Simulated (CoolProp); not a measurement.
Vapour-liquid equilibrium of m-xylene (1) + n-undecane (2) at 0.65 kPa; x and y are mole fractions of (1).

Computed with CoolProp (multi-fluid Helmholtz-energy mixture model, Zhou 2012 and Aleksandrov 2011; pair parameters Bell 2016).

```json
[
 {"x": "0.05", "bubble temperature (K)": "327.2", "y at the bubble point": "0.389", "dew temperature at overall composition x (K)": "333.9", "liquid density (mol/L)": "4.675"},
 {"x": "0.2", "bubble temperature (K)": "(withheld)", "y at the bubble point": "0.786", "dew temperature at overall composition x (K)": "331.3", "liquid density (mol/L)": "5.090"},
 {"x": "0.35", "bubble temperature (K)": "(withheld)", "y at the bubble point": "0.899", "dew temperature at overall composition x (K)": "328.1", "liquid density (mol/L)": "(withheld)"},
 {"x": "0.5", "bubble temperature (K)": "300.1", "y at the bubble point": "0.948", "dew temperature at overall composition x (K)": "324.4", "liquid density (mol/L)": "6.009"},
 {"x": "0.65", "bubble temperature (K)": "(withheld)", "y at the bubble point": "0.974", "dew temperature at overall composition x (K)": "(withheld)", "liquid density (mol/L)": "6.554"},
 {"x": "0.8", "bubble temperature (K)": "292.6", "y at the bubble point": "0.989", "dew temperature at overall composition x (K)": "312.7", "liquid density (mol/L)": "(withheld)"},
 {"x": "0.95", "bubble temperature (K)": "289.9", "y at the bubble point": "0.998", "dew temperature at overall composition x (K)": "(withheld)", "liquid density (mol/L)": "7.903"}
]
```

**Question.** Some entries are withheld; supply them.

**Answer.** 
- 0.2, bubble temperature (K): 313.5
- 0.35, bubble temperature (K): 305.5
- 0.35, liquid density (mol/L): 5.527
- 0.65, bubble temperature (K): 295.9
- 0.65, dew temperature at overall composition x (K): 319.5
- 0.8, liquid density (mol/L): 7.178
- 0.95, dew temperature at overall composition x (K): 299.8

No azeotrope shows between x = 0.05 and 0.95.

The pair parameters rest on a limited set of measurements; away from them the model extrapolates.
